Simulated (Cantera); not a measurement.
An adiabatic, constant-volume homogeneous reactor starts with CH4 : C2H6 : O2 : N2 = 1 : 0.15 : 1.33 : 5 (molar parts), at 1800 K and 10.0 bar. Integrator tolerance rtol = 1e-08.

Detailed kinetics in Cantera: GRI-Mech 3.0 (53 species, 325 reactions). Above 3000 K some thermodynamic fits are extrapolated.

Problem. What does this change do: initial temperature 1800 to 1350 K?

Solution. 
| quantity | before | after |
|---|---|---|
| time of steepest temperature rise | 5.91 µs | 0.157 ms |
| temperature at 0.100 s | 3111 K | 2806 K |
| equilibrium temperature | 3111 K | 2806 K |
| x(CH4) at 0.100 s | 4.76e-10 (gas-phase equilibrium 5.34e-10) | 1.68e-9 (gas-phase equilibrium 1.88e-9) |
| x(C2H6) at 0.100 s | <1e-12 (gas-phase equilibrium <1e-12) | <1e-12 (gas-phase equilibrium <1e-12) |
| x(O2) at 0.100 s | 0.000184 (gas-phase equilibrium 0.000184) | 1.91e-5 (gas-phase equilibrium 1.91e-5) |
| x(C2H4) at 0.100 s | <1e-12 (gas-phase equilibrium <1e-12) | <1e-12 (gas-phase equilibrium <1e-12) |
| x(OH) at 0.100 s | 0.00615 (gas-phase equilibrium 0.00615) | 0.00173 (gas-phase equilibrium 0.00173) |
| x(CO2) at 0.100 s | 0.0163 (gas-phase equilibrium 0.0163) | 0.0179 (gas-phase equilibrium 0.0179) |

Problem. What does this change do: pressure from 10.0 bar to 11.0 bar?

Solution. 
```json
[
 {"quantity": "time of steepest temperature rise", "before": "5.91 µs", "after": "5.52 µs"},
 {"quantity": "temperature at 0.100 s", "before": "3111 K", "after": "3117 K"},
 {"quantity": "equilibrium temperature", "before": "3111 K", "after": "3117 K"},
 {"quantity": "x(CH4) at 0.100 s", "before": "4.76e-10 (gas-phase equilibrium 5.34e-10)", "after": "5.70e-10 (gas-phase equilibrium 6.40e-10)"},
 {"quantity": "x(C2H6) at 0.100 s", "before": "<1e-12 (gas-phase equilibrium <1e-12)", "after": "<1e-12 (gas-phase equilibrium <1e-12)"},
 {"quantity": "x(O2) at 0.100 s", "before": "0.000184 (gas-phase equilibrium 0.000184)", "after": "0.000174 (gas-phase equilibrium 0.000174)"},
 {"quantity": "x(C2H4) at 0.100 s", "before": "<1e-12 (gas-phase equilibrium <1e-12)", "after": "<1e-12 (gas-phase equilibrium <1e-12)"},
 {"quantity": "x(OH) at 0.100 s", "before": "0.00615 (gas-phase equilibrium 0.00615)", "after": "0.00599 (gas-phase equilibrium 0.00599)"},
 {"quantity": "x(CO2) at 0.100 s", "before": "0.0163 (gas-phase equilibrium 0.0163)", "after": "0.0163 (gas-phase equilibrium 0.0163)"}
]
```
